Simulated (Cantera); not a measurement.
## TiO2 + CO + N2 (carbothermic reduction)

A closed system holds: 1 mol TiO2, 14 mol CO, 0.69 mol N2, at 12.0 Torr.

Cantera equilibrium calculation (NASA polynomials, part measured and part estimated; ideal gas, pure solids and liquids). Candidate condensed phases: C, Ti, TiC, TiN, TiO, TiO2, Ti2O3, Ti3O5, Ti4O7; 27 gas species. Mutual solubility and eutectic melting of coexisting phases are not modelled. Condensed phases not in the tables: Magnéli phases beyond Ti4O7. The numbers say what is thermodynamically allowed, not how fast it happens.

| T (°C) | x CO | x N2 | x CO2 | x TiO2 | x TiO | n C(graphite) | n TiO2(rutile) | n Ti4O7(s) | n Ti4O7(l) |
|---|---|---|---|---|---|---|---|---|---|
| 802 | 0.951 | 0.0471 | 0.00197 | <1e-12 | <1e-12 | 0.0288 | 1.00 | 0 | 0 |
| 902 | 0.952 | 0.0470 | 0.000595 | <1e-12 | <1e-12 | 0 | 0.965 | 0.00874 | 0 |
| 1002 | 0.952 | 0.0470 | 0.00134 | <1e-12 | <1e-12 | 0 | 0.921 | 0.0197 | 0 |
| 1102 | 0.950 | 0.0470 | 0.00272 | <1e-12 | <1e-12 | 0 | 0.840 | 0.0400 | 0 |
| 1202 | 0.948 | 0.0470 | 0.00508 | 2.70e-11 | 2.67e-12 | 0 | 0.702 | 0.0746 | 0 |
| 1302 | 0.944 | 0.0470 | 0.00883 | 6.59e-10 | 5.62e-11 | 0 | 0.481 | 0.130 | 0 |
| 1402 | 0.939 | 0.0470 | 0.0145 | 1.09e-8 | 8.08e-10 | 0 | 0.148 | 0.213 | 0 |
| 1502 | 0.936 | 0.0470 | 0.0170 | 1.21e-7 | 1.05e-8 | 0 | 0 | 0.250 | 0 |
| 1602 | 0.936 | 0.0470 | 0.0170 | 9.88e-7 | 1.16e-7 | 0 | 0 | 0.250 | 0 |
| 1702 | 0.936 | 0.0470 | 0.0170 | 6.20e-6 | 9.45e-7 | 0 | 0 | 0 | 0.250 |
| 1802 | 0.936 | 0.0470 | 0.0170 | 2.84e-5 | 5.51e-6 | 0 | 0 | 0 | 0.250 |
| 1902 | 0.936 | 0.0470 | 0.0170 | 0.000112 | 2.71e-5 | 0 | 0 | 0 | 0.249 |
x: gas mole fraction; n: condensed amount in mol.

At 802 °C the condensed part is C(graphite) + TiO2(rutile). From 902 °C to 1402 °C the condensed part is TiO2(rutile) + Ti4O7(s). From 1502 °C to 1602 °C the condensed part is Ti4O7(s). From 1702 °C to 1902 °C the condensed part is Ti4O7(l).
